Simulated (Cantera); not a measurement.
Input: 1 mol Ta, a varied amount of CO2, 4.7 mol H2, held at 2050 K and 0.340 bar.

Equilibrium computed with Cantera from the NASA thermochemical tables; the gas is ideal and each condensed phase is pure. Candidate condensed phases: C, C6H6, C7H8, C8H18, H2O, Ta, TaC, Ta2O5; 113 gas species. Mutual solubility and eutectic melting of coexisting phases are not modelled. TaC: taken at fixed stoichiometry. Condensed phases not in the tables: Ta2C, N, O or C dissolved in the metal. Rates play no part.

Q: At 0.19 mol CO2, list the 4 most abundant gas species with their mole fractions, and the condensed phases.

A: H2 0.975, CO 0.0184, H 0.00384, H2O 0.00221. Condensed: Ta(s) + TaC(s) + Ta2O5(s).
